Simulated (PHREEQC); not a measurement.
Solution (20 °C): 0.0011 mol/kgw HF, 0.0032 mol/kgw Na2CO3 and 0.037 mol/kgw NaCl. Closed to the air; pH follows from the charge balance.

Model: ion-association model, phreeqc.dat, run in PHREEQC.

The ionic strength comes out as 0.0444 mol/kgw. What activity coefficients do HCO3-, CO3-2, Cl-, Na+, OH- get?

HCO3- 0.84, CO3-2 0.49, Cl- 0.82, Na+ 0.83, OH- 0.82.

No solid was allowed to form.
